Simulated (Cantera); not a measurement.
What does this Cantera script print?

```python
import numpy as np
import cantera as ct

gas_names = """
    H H2 N NH NH2 NH3 N2 N2H2 N2H4 Si SiH SiH2 SiH3 SiH4 SiN Si2 Si2N Si3
""".split()
cond_names = """
    Si(cr) Si(L) Si3N4(a)
""".split()


# ... load() reads the species with a 1 bar reference pressure and builds the phases ...
atoms = {
    'Si3N4': {'Si': 3, 'N': 4},
    'H2': {'H': 2},
}
top_T = {'Si3N4(a)': 2400}  # K; cautious upper limits of use, not melting points


# ... equilibrate(T, P, feed) seeds the gas with the atoms and calls Mixture.equilibrate('TP', solver="vcs", rtol=1e-11, max_steps=5000) ...
results = []
T = 2000  # K
P = 7000  # Pa
for m in [0.025, 0.042, 0.07, 0.12, 0.2, 0.33, 0.56, 0.95, 1.6, 2.7, 4.5]:
    feed = {'Si3N4': 1, 'H2': m}  # mol
    mix = equilibrate(T, P, feed)
    results.append((T, P, feed, dict(zip(mix.species_names, mix.species_moles))))
    x = sorted(zip(gas.X, gas.species_names), reverse=True)
    print(f"T = {T:g} K  P = {P:g} Pa  n(H2) = {m:g} mol  gas = {mix.phase_moles(0):.4g} mol")
    print("   x: " + "  ".join(f"{s} {v:.3e}" for v, s in x if v > 1e-06))
    print("   condensed (mol): " + ("  ".join(f"{mix.phase(i).name} {mix.phase_moles(i):.4g}"
          for i in range(1, mix.n_phases) if mix.phase_moles(i) > 1e-12) or "none"))
```

It prints:

```
T = 2000 K  P = 7000 Pa  n(H2) = 0.025 mol  gas = 2.027 mol
   x: N2 9.866e-01  H2 1.199e-02  H 6.730e-04  Si 6.220e-04  Si2N 5.588e-05  SiN 4.256e-05  SiH 1.222e-05  Si2 6.448e-06  Si3 1.383e-06  SiH2 1.273e-06
   condensed (mol): Si(L) 2.998
T = 2000 K  P = 7000 Pa  n(H2) = 0.042 mol  gas = 2.044 mol
   x: N2 9.783e-01  H2 2.010e-02  H 8.714e-04  Si 6.220e-04  Si2N 5.565e-05  SiN 4.238e-05  SiH 1.583e-05  Si2 6.448e-06  SiH2 2.134e-06  Si3 1.383e-06
   condensed (mol): Si(L) 2.998
T = 2000 K  P = 7000 Pa  n(H2) = 0.07 mol  gas = 2.073 mol
   x: N2 9.649e-01  H2 3.320e-02  H 1.120e-03  Si 6.220e-04  Si2N 5.527e-05  SiN 4.209e-05  SiH 2.034e-05  Si2 6.448e-06  SiH2 3.525e-06  Si3 1.383e-06
   condensed (mol): Si(L) 2.998
T = 2000 K  P = 7000 Pa  n(H2) = 0.12 mol  gas = 2.123 mol
   x: N2 9.420e-01  H2 5.578e-02  H 1.452e-03  Si 6.220e-04  Si2N 5.461e-05  SiN 4.158e-05  SiH 2.637e-05  Si2 6.448e-06  SiH2 5.922e-06  Si3 1.383e-06
   condensed (mol): Si(L) 2.998
T = 2000 K  P = 7000 Pa  n(H2) = 0.2 mol  gas = 2.204 mol
   x: N2 9.076e-01  H2 8.981e-02  H 1.842e-03  Si 6.220e-04  Si2N 5.360e-05  SiN 4.082e-05  SiH 3.346e-05  SiH2 9.536e-06  Si2 6.448e-06  Si3 1.383e-06
   condensed (mol): Si(L) 2.998
T = 2000 K  P = 7000 Pa  n(H2) = 0.33 mol  gas = 2.334 mol
   x: N2 8.567e-01  H2 1.402e-01  H 2.301e-03  Si 6.220e-04  Si2N 5.208e-05  SiH 4.180e-05  SiN 3.966e-05  SiH2 1.488e-05  Si2 6.448e-06  Si3 1.383e-06
   condensed (mol): Si(L) 2.998
T = 2000 K  P = 7000 Pa  n(H2) = 0.56 mol  gas = 2.565 mol
   x: N2 7.795e-01  H2 2.168e-01  H 2.862e-03  Si 6.220e-04  SiH 5.198e-05  Si2N 4.967e-05  SiN 3.783e-05  SiH2 2.302e-05  Si2 6.448e-06  Si3 1.383e-06
   condensed (mol): Si(L) 2.998
T = 2000 K  P = 7000 Pa  n(H2) = 0.95 mol  gas = 2.957 mol
   x: N2 6.763e-01  H2 3.194e-01  H 3.474e-03  Si 6.220e-04  SiH 6.310e-05  Si2N 4.627e-05  SiN 3.523e-05  SiH2 3.392e-05  Si2 6.448e-06  Si3 1.383e-06
   condensed (mol): Si(L) 2.997
T = 2000 K  P = 7000 Pa  n(H2) = 1.6 mol  gas = 3.61 mol
   x: N2 5.540e-01  H2 4.411e-01  H 4.082e-03  Si 6.220e-04  SiH 7.415e-05  SiH2 4.683e-05  Si2N 4.188e-05  SiN 3.189e-05  Si2 6.448e-06  Si3 1.383e-06
   condensed (mol): Si(L) 2.997
T = 2000 K  P = 7000 Pa  n(H2) = 2.7 mol  gas = 4.714 mol
   x: H2 5.703e-01  N2 4.242e-01  H 4.642e-03  Si 6.220e-04  SiH 8.431e-05  SiH2 6.055e-05  Si2N 3.664e-05  SiN 2.791e-05  Si2 6.448e-06  Si3 1.383e-06
   condensed (mol): Si(L) 2.996
T = 2000 K  P = 7000 Pa  n(H2) = 4.5 mol  gas = 6.521 mol
   x: H2 6.874e-01  N2 3.067e-01  H 5.096e-03  Si 6.220e-04  SiH 9.256e-05  SiH2 7.298e-05  Si2N 3.116e-05  SiN 2.373e-05  Si2 6.448e-06  Si3 1.383e-06
   condensed (mol): Si(L) 2.994
```

These are equilibrium values from Cantera (NASA tables, ideal gas, pure condensed phases), not measurements of a reactor. The tables' values for SiN are old estimates; treat these amounts as uncertain. Gases not in the tables: Si2H6 and higher silanes.
